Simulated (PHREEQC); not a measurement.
3.5 g of hydrous ferric oxide (600 m²/g; 0.2 weak and 0.005 strong sites per Fe, Dzombak-Morel constants, diffuse double layer) in 1 kg of water with 0.3 mol/kgw of an inert sodium salt and 0.016 mol/kgw CaCl2, at 25 °C; the pH is set by adding NaOH or the inert anion's acid. Oxygen alone is held at its pressure in air (log pO2 = -0.68). The system is closed to CO2. Nothing may precipitate in this run.

Equilibrium calculation in PHREEQC: ion-association model, wateq4f.dat.

| pH | Ca sorbed (%) | surface charge σ (C/m²) | surface potential ψ (mV) |
|---|---|---|---|
| 4 | 0.0 | 0.352 | 119 |
| 4.5 | 0.0 | 0.324 | 115 |
| 5 | 0.0 | 0.277 | 107 |
| 5.5 | 0.1 | 0.219 | 96 |
| 6 | 0.4 | 0.162 | 82 |
| 6.5 | 0.8 | 0.115 | 66 |
| 7 | 1.4 | 0.075 | 48 |
| 7.5 | 3.2 | 0.046 | 32 |
| 8 | 8.8 | 0.030 | 22 |
| 8.5 | 16.4 | 0.026 | 19 |
| 9 | 22.0 | 0.024 | 18 |
| 9.5 | 24.7 | 0.024 | 17 |
| 10 | 25.8 | 0.023 | 17 |

Complexes and solids missing from the database can't appear.
